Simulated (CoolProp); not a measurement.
Saturation properties of CH3F (R41).

Values from CoolProp's reference Helmholtz-energy equation of state, Lemmon 2006. It is a short technical equation, of lower accuracy than the large ones.

```
T (°C)  p (kPa)  liquid cp (kJ/(kg K))  vapour Z  surface tension (mN/m)
------  -------  ---------------------  --------  ----------------------
-61.25    239.1                  2.108    0.9276                     ___
-53.45    336.9                  2.134    0.9104                    11.7
-45.65    462.8                  2.166    0.8909                    10.5
-37.85    621.7                  2.208    0.8688                    9.40
-30.05    818.8                  2.259    0.8439                    8.30
-22.25      ___                  2.324    0.8161                    7.23
-14.45     1350                  2.406    0.7851                    6.19
-6.65      1696                  2.512    0.7506                    5.19
1.15       2105                  2.654    0.7121                    4.22
8.95       2583                  2.854    0.6688                    3.29
16.75      3140                    ___    0.6195                    2.41
24.55       ___                  3.692    0.5621                    1.59
```

**Question.** What belongs in the gaps?

**Answer.** 
- -61.25, surface tension (mN/m): 12.8
- -22.25, p (kPa): 1060
- 16.75, liquid cp (kJ/(kg K)): 3.159
- 24.55, p (kPa): 3786

It boils at -78.4 °C under 1 atm.

Surface tension comes from a separate correlation (Mulero 2012).
